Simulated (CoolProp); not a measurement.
Properties of benzene at several states.

The numbers come from the reference Helmholtz-energy equation of state, Thol 2012 in CoolProp.

```tsv
T (°C)	p (bar)	phase	Z	speed of sound (m/s)	Joule-Thomson coefficient (K/MPa)	viscosity (µPa s)	conductivity (mW/(m K))
102.65	1.68	gas	0.9536	200.2	27.86	9.41	17.6
208.05	12.4	gas	0.8320	197.9	15.04	12.0	30.0
216.55	0.225	gas	0.9975	235.1	10.73	12.3	29.0
105.65	1.35	gas	0.9641	202.8	26.66	9.50	[?]
135.05	3.78	gas	0.9180	201.0	[?]	10.2	[?]
80.45	24.5	liquid	0.07978	[?]	-0.3358	326	125
```

Question: What belongs in the gaps?

Answer: 
- 105.65, conductivity (mW/(m K)): 17.8
- 135.05, Joule-Thomson coefficient (K/MPa): 22.29
- 135.05, conductivity (mW/(m K)): 21.1
- 80.45, speed of sound (m/s): 1062

Viscosity comes from a separate model (Avgeri 2014). Thermal conductivity comes from a separate model (Assael 2012).
